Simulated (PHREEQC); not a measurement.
**Buffer**

Solution (25 °C): 49 mmol/kgw H3BO3 and 24 mmol/kgw KOH. It is in equilibrium with CO2 at log p = -2 (atm). Otherwise closed; pH follows from the charge balance.

The numbers come from PHREEQC with the Pitzer model, pitzer.dat.

```yaml
pH: 8.04
ionic_strength: 0.0242 mol/kgw
osmotic_coefficient: 0.972
total_alkalinity: 24.0 meq/kg
```

```
species      molality  activity   log γ
-----------  --------  --------  ------
B(OH)3         0.0446    0.0443  -0.003
K+             0.0240    0.0205  -0.068
HCO3-          0.0200    0.0170  -0.070
B(OH)4-       0.00331   0.00281  -0.072
B3O3(OH)4-   0.000348  0.000285  -0.087
CO2          0.000339  0.000340   0.001
CO3-2        0.000163   8.57e-5  -0.280
B4O5(OH)4-2   7.01e-6   3.44e-6  -0.308
OH-           1.30e-6   1.11e-6  -0.067
H+            1.06e-8   9.09e-9  -0.067
```

This is a speciation only: nothing precipitates in the calculation. Complexes and solids missing from the database can't appear.
